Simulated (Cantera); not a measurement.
A closed system holds: 1 mol CsCl, 0.039 mol HCl, 3.9 mol H₂, equilibrated at 0.0100 bar.

Equilibrium computed with Cantera from the NASA thermochemical tables; the gas is ideal and each condensed phase is pure. Candidate condensed phases: Cs, CsCl; 9 gas species. Equilibrium is a limit: real reactors are often held back by kinetics, nucleation or transport. All values below are at 1623 K.

Base state: H₂ 0.788, CsCl 0.201, HCl 0.00925, Cs 0.00136, H 0.000614, Cs₂Cl₂ 9.87e-5 (mole fractions); condensed: gas only.

Q: What changes in the equilibrium state with this change: HCl from 0.039 to 1.6 mol?

A: 
| species | before | after |
|---|---|---|
| H₂ | 0.788 | 0.600 |
| HCl | 0.00925 | 0.246 |
| CsCl | 0.201 | 0.154 |
| Cs | 0.00136 | 3.42e-5 |
| Cl | 5.67e-6 | 0.000173 |
| Cs₂Cl₂ | 9.87e-5 | 5.78e-5 |

Q: What changes in the equilibrium state with this change: pressure from 0.0100 bar to 4.30e-6 bar?

A: 
```csv
species,before,after
H₂,0.788,0.746
CsCl,0.201,0.178
H,0.000614,0.0288
Cs,0.00136,0.0197
HCl,0.00925,0.0266
Cs₂Cl₂,9.87e-5,3.33e-8
Cl,5.67e-6,0.000808
```

Q: What changes in the equilibrium state with this change: HCl from 0.039 to 0.095 mol?

A: 
```csv
species,before,after
H₂,0.788,0.780
CsCl,0.201,0.199
HCl,0.00925,0.0196
Cs,0.00136,0.000634
Cl,5.67e-6,1.21e-5
Cs₂Cl₂,9.87e-5,9.73e-5
H,0.000614,0.000610
```
